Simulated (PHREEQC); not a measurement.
Make-up at 20 °C: 0.012 mol MgSO4 and 0.038 mol KCl per kg of water. Closed to the air; pH follows from the charge balance.

The numbers come from PHREEQC with the ion-association model, phreeqc.dat.

Question: The ionic strength comes out as 0.0730 mol/kgw. What activity coefficients do K+, SO4-2, KSO4-, Mg+2, Cl- get?

Answer: K+ 0.79, SO4-2 0.41, KSO4- 0.81, Mg+2 0.44, Cl- 0.79.

This is a speciation only: nothing precipitates in the calculation.
